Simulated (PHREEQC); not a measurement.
Solution (25 °C): 1.7 mmol/kgw MgSO4, 12 mmol/kgw FeCl2 and 0.11 mmol/kgw NaCl. Closed to the air; pH follows from the charge balance.

Computed with PHREEQC (ion-association model, phreeqc.dat).

Precipitation was switched off in this run.

Problem. Estimate the pH, specific conductance.

Solution. pH 5.87; specific conductance 2820 µS/cm.

Problem. In which forms is S present?

Solution. SO4-2 63 %, FeSO4 31 %, MgSO4 5.9 % of the S.

Complexes and solids missing from the database can't appear.
